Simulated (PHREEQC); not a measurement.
Consider water at 25 °C with 0.0044 mol NaHCO3, 0.093 mol Na2CO3 and 0.99 mol NaCl per kg of water. Closed to the air; pH follows from the charge balance.

Model: ion-association model, wateq4f.dat, run in PHREEQC.

No solid was allowed to form.

Q: Order these C species by the share of C that they hold, largest first: NaCO3-, NaHCO3, CO3-2, HCO3-.

A: NaCO3- (76 %), CO3-2 (19 %), HCO3- (4.1 %), NaHCO3 (0.91 %)

The pH is 10.43 and the ionic strength 1.12 mol/kgw. Ionic strength above about 0.7 mol/kgw puts this run outside the model's range. Species that the database lacks are ignored.
